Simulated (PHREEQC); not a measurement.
Dissolve 6.7 mmol/kgw Cu(BF4)2 and 27 mmol/kgw HBF4 at 20 °C. Closed to the air; pH follows from the charge balance.

Computed with PHREEQC (ion-association model, phreeqc.dat).

No solid was allowed to form.

Predict the pH, ionic strength.

pH 1.66; ionic strength 0.0456 mol/kgw.

In which forms is B present?

BF4- 92 %, H3BO3 4.6 %, BF3OH- 3.4 % of the B.

Real BF4- forms and hydrolyses slowly; the run takes it at equilibrium.
